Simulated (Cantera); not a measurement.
A closed system holds: 1 mol Cu, 0.0017 mol O2, a varied amount of CO, held at 0.0100 bar.

These are equilibrium values from Cantera (NASA tables, ideal gas, pure condensed phases), not measurements of a reactor. Candidate condensed phases: C, Cu, CuO, Cu2O; 15 gas species. The numbers say what is thermodynamically allowed, not how fast it happens.

Stable condensed phases, one row left out:

```
T in °C \ n(CO) in mol
         1.6 2.6   4 6.3 9.8  15  24  37  58  91
   1677    A   A   B   B   B   B   B   B   B   B
   1577    A   A   A   A   B   B   B   B   B   B
   1477    A   A   A   A   A   A   A   B   B   B
   1377    A   A   A   A   A   A   A   A   A   A
   1277    A   A   A   A   A   A   A   A   A   A
   1177    A   A   A   A   A   A   A   A   A   A
   1077    A   A   A   A   A   A   A   A   A   A
    977    A   A   A   A   A   A   A   A   A   A
    777    A   C   C   C   C   C   C   C   C   C
    677    C   C   C   C   C   C   C   C   C   C
```

A: Cu; B: gas only; C: C + Cu.

### Question
Give the row for 877 °C.

### Answer
1.6: Cu; 2.6: Cu; 4: Cu; 6.3: Cu; 9.8: Cu; 15: C + Cu; 24: C + Cu; 37: C + Cu; 58: C + Cu; 91: C + Cu.
